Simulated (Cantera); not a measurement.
A closed system holds: 1 mol BN, 1.4 mol H2, 49 mol HF, held at 1500 °C and 1.00 bar.

Equilibrium computed with Cantera from the NASA thermochemical tables; the gas is ideal and each condensed phase is pure. Candidate condensed phases: B, BN; 31 gas species. Kinetics and transport are ignored.

Problem. What is the equilibrium state?

Solution. 
```
Property                             Value
-------------------------------  ---------
x(HF)                                0.913
x(H2)                               0.0575
x(BF3)                              0.0198
x(N2)                              0.00992
x(H)                               6.83e-5
x(H2F2)                            7.80e-6
x(BF2)                             7.46e-6
x(BHF2)                            4.28e-6
gas amount                       50.40 mol
log10 activity of B(s) (absent)      -8.86
```
